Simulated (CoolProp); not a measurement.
Vapour-liquid equilibrium of CH2F2 (R32) (1) + methanol (2) at 12.65 °C; x and y are mole fractions of (1).

The numbers come from the multi-fluid Helmholtz-energy mixture model, Tillner-Roth 1997 and de Reuck 1993; pair parameters Bell 2016 in CoolProp.

```
x     bubble pressure, mixture model (MPa)  bubble pressure, Raoult's law (MPa)  y, mixture model  y, Raoult's law
----  ------------------------------------  -----------------------------------  ----------------  ---------------
0.05                                0.1938                              0.06807             0.955            0.879
0.2                                 0.5952                               0.2463        (withheld)            0.972
0.35                                0.8010                               0.4245        (withheld)            0.987
0.5                             (withheld)                               0.6027        (withheld)            0.993
0.65                            (withheld)                               0.7809        (withheld)            0.996
0.8                                  1.004                               0.9591             0.993            0.998
0.95                                 1.132                                1.137             0.997            1.000
```

Q: What belongs in the gaps?

A: 
- 0.2, y, mixture model: 0.985
- 0.35, y, mixture model: 0.989
- 0.5, bubble pressure, mixture model (MPa): 0.8900
- 0.5, y, mixture model: 0.990
- 0.65, bubble pressure, mixture model (MPa): 0.9390
- 0.65, y, mixture model: 0.991

The largest gap from Raoult's law is +184.7 % in bubble pressure, at x = 0.05. No azeotrope shows between x = 0.05 and 0.95.

The pair parameters rest on a limited set of measurements; away from them the model extrapolates. The gap from Raoult's law changes sign with composition, which may be real or a fault of the pair parameters; it wasn't checked against measurements. With so large a gap from Raoult's law the liquid may split in two, which this calculation doesn't test in full.
